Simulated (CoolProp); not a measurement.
Saturated liquid density (kg/m³) of vinyl chloride: the reference equation beside estimates from Tc = 425.0 K, pc = 56.00 bar, ω = 0.160. Rackett uses Z = 0.29056 − 0.08775 ω.

Values from CoolProp's reference Helmholtz-energy equation of state, Thol 2022.

```json
[
 {"T (K)": "235.2", "reference": "1012", "Rackett": "(withheld)", "van der Waals": "629.3", "Redlich-Kwong": "930.7", "Soave-Redlich-Kwong": "941.5", "Peng-Robinson": "(withheld)"},
 {"T (K)": "258.1", "reference": "972.2", "Rackett": "958.4", "van der Waals": "607.5", "Redlich-Kwong": "893.5", "Soave-Redlich-Kwong": "907.3", "Peng-Robinson": "1025"},
 {"T (K)": "281", "reference": "931.1", "Rackett": "920.3", "van der Waals": "583.8", "Redlich-Kwong": "852.3", "Soave-Redlich-Kwong": "868.7", "Peng-Robinson": "982.7"},
 {"T (K)": "303.8", "reference": "888.5", "Rackett": "879.5", "van der Waals": "558.0", "Redlich-Kwong": "806.5", "Soave-Redlich-Kwong": "825.2", "Peng-Robinson": "934.9"},
 {"T (K)": "326.7", "reference": "842.8", "Rackett": "834.8", "van der Waals": "529.0", "Redlich-Kwong": "754.7", "Soave-Redlich-Kwong": "775.0", "Peng-Robinson": "879.0"},
 {"T (K)": "349.6", "reference": "792.3", "Rackett": "784.8", "van der Waals": "496.1", "Redlich-Kwong": "695.5", "Soave-Redlich-Kwong": "(withheld)", "Peng-Robinson": "812.8"},
 {"T (K)": "372.5", "reference": "(withheld)", "Rackett": "726.6", "van der Waals": "457.4", "Redlich-Kwong": "625.7", "Soave-Redlich-Kwong": "645.6", "Peng-Robinson": "731.7"},
 {"T (K)": "395.3", "reference": "(withheld)", "Rackett": "653.3", "van der Waals": "408.8", "Redlich-Kwong": "(withheld)", "Soave-Redlich-Kwong": "555.8", "Peng-Robinson": "626.9"},
 {"T (K)": "418.2", "reference": "526.3", "Rackett": "531.4", "van der Waals": "332.4", "Redlich-Kwong": "407.6", "Soave-Redlich-Kwong": "415.9", "Peng-Robinson": "461.6"}
]
```

Complete the blanks.


- 235.2, Rackett: 994.4
- 235.2, Peng-Robinson: 1061
- 349.6, Soave-Redlich-Kwong: 716.3
- 372.5, reference: 733.4
- 395.3, reference: 657.3
- 395.3, Redlich-Kwong: 539.2

Absolute difference from the reference over all 9 rows, mean and median: Rackett 1.1 and 1.0 %, van der Waals 37.4 and 37.4 %, Redlich-Kwong 12.4 and 10.5 %, Soave-Redlich-Kwong 10.4 and 8.0 %, Peng-Robinson 5.0 and 4.8 %.
